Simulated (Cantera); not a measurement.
An isothermal, constant-pressure homogeneous reactor starts with NH3 : H2 = 0.17 : 0.22 (molar parts), at 2373 K and 10.00 Torr.

Detailed kinetics in Cantera: the gas-phase N/H chemistry of the illustrative SiF4/NH3 mechanism in the Surface Chemkin manual (1991). Walls and surfaces, which speed up NH3 decomposition in real reactors, are not modelled.

One state of this run: x NH3 = 8.58e-6; x H2 = 0.808; x N = 3.44e-6; x H = 0.0437; x N2H2 = 2.56e-11. x: mole fraction; the columns are a selection and need not sum to one.

Which value of t (s) does it belong to?
A) 0.00702
B) 0.795
C) 0.164
D) 0.00145

B, 0.795
